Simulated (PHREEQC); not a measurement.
Solution (25 °C): 0.0014 mol/kgw LiOH, 4.3e-06 mol/kgw H4SiO4 and 0.21 mol/kgw (CH3)4NCl. Closed to the air; pH follows from the charge balance.

Computed with PHREEQC (ion-association model, phreeqc.dat).

| quantity | before | after |
|---|---|---|
| pH | 10.99 | 11.53 |
| H3SiO4- (mol/kgw) | 4.05e-6 | 4.12e-6 |
| H4SiO4 (mol/kgw) | 1.91e-7 | 1.01e-7 |
| SI of Quartz (SiO2) | -2.71 | -2.76 |

Problem. Name the change that produced these shifts.
A) LiOH left out
B) diluted 100-fold with water
C) temperature from 25 to 10 °C
D) temperature from 25 to 60 °C
E) 0.13 mol/kgw KCl added

Solution. C, temperature from 25 to 10 °C

This is a speciation only: nothing precipitates in the calculation. (CH3)4N+ isn't in the database: it is added as a free cation with an ion size of 4 Å. At this temperature some constants are extrapolated from 25 °C, and those without enthalpy data are left unchanged.
